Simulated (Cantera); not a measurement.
Fluorocarbon and chlorocarbon gases: c-C4F8 + HCl

A closed system holds: 1 mol c-C4F8, 0.17 mol HCl, equilibrated at 1000 Pa.

These are equilibrium values from Cantera (NASA tables, ideal gas, pure condensed phases), not measurements of a reactor. Candidate condensed phases: C, C6H6, C7H8, C8H18; 135 gas species. Ions and electrons are included (thermal ionisation). The feed counts by its element totals alone. Gases not in the tables: C2F6 and larger saturated fluorocarbons. Equilibrium is a limit: real reactors are often held back by kinetics, nucleation or transport.

```json
[
 {"T (°C)": "2227", "log p F": "-2.26", "log p CF2": "-2.46", "log p C": "-6.78", "log p CF": "-3.74", "log p C3": "-6.30", "log p HF": "-3.54", "log p Cl": "-3.54", "log p C2": "-7.34", "log p H": "-7.16", "log p CF4": "-3.86", "n C(graphite)": "1.74"},
 {"T (°C)": "2727", "log p F": "-2.10", "log p CF2": "-3.42", "log p C": "-4.30", "log p CF": "-3.04", "log p C3": "-3.51", "log p HF": "-3.69", "log p Cl": "-3.68", "log p C2": "-4.50", "log p H": "-5.40", "log p CF4": "-7.67", "n C(graphite)": "2.06"},
 {"T (°C)": "3227", "log p F": "-2.14", "log p CF2": "-4.96", "log p C": "-3.07", "log p CF": "-3.24", "log p C3": "-3.17", "log p HF": "-3.99", "log p Cl": "-3.77", "log p C2": "-3.58", "log p H": "-4.18", "log p CF4": "-11.52", "n C(graphite)": "0"},
 {"T (°C)": "3727", "log p F": "-2.18", "log p CF2": "-6.57", "log p C": "-2.57", "log p CF": "-3.82", "log p C3": "-4.18", "log p HF": "-4.85", "log p Cl": "-3.84", "log p C2": "-3.72", "log p H": "-3.88", "log p CF4": "<-14", "n C(graphite)": "0"},
 {"T (°C)": "4227", "log p F": "-2.19", "log p CF2": "-8.09", "log p C": "-2.50", "log p CF": "-4.58", "log p C3": "-5.91", "log p HF": "-5.71", "log p Cl": "-3.86", "log p C2": "-4.46", "log p H": "-3.86", "log p CF4": "<-14", "n C(graphite)": "0"},
 {"T (°C)": "4727", "log p F": "-2.19", "log p CF2": "-9.34", "log p C": "-2.49", "log p CF": "-5.22", "log p C3": "-7.44", "log p HF": "-6.41", "log p Cl": "-3.86", "log p C2": "-5.16", "log p H": "-3.86", "log p CF4": "<-14", "n C(graphite)": "0"}
]
```
log p: log10 of the partial pressure in bar; n: condensed amount in mol.

From 2227 °C to 2727 °C the condensed part is C(graphite). From 3227 °C to 4727 °C nothing is condensed. The main C-bearing gas is CF2 at 2227 °C and C at 4727 °C.
